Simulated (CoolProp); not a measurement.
Properties of the fluoroketone C6F12O (FK-5-1-12) along the isotherm 468.9 K (Tc = 441.8 K, pc = 1869 kPa, ω = 0.471).

Computed with CoolProp (reference Helmholtz-energy equation of state, McLinden 2015).

| p (kPa) | phase | Joule-Thomson coefficient (K/MPa) | fugacity coefficient |
|---|---|---|---|
| 2080 | supercritical | 12.85 | 0.7076 |
| 4150 | supercritical | 2.557 | 0.4741 |
| 6230 | supercritical | 0.9461 | 0.3757 |
| 8310 | supercritical | 0.4863 | 0.3299 |
| 10400 | supercritical | 0.2635 | 0.3064 |
| 12500 | supercritical | 0.1306 | 0.2950 |
| 14500 | supercritical | 0.04579 | 0.2911 |
| 16600 | supercritical | -0.01842 | 0.2921 |
| 18700 | supercritical | -0.06666 | 0.2970 |
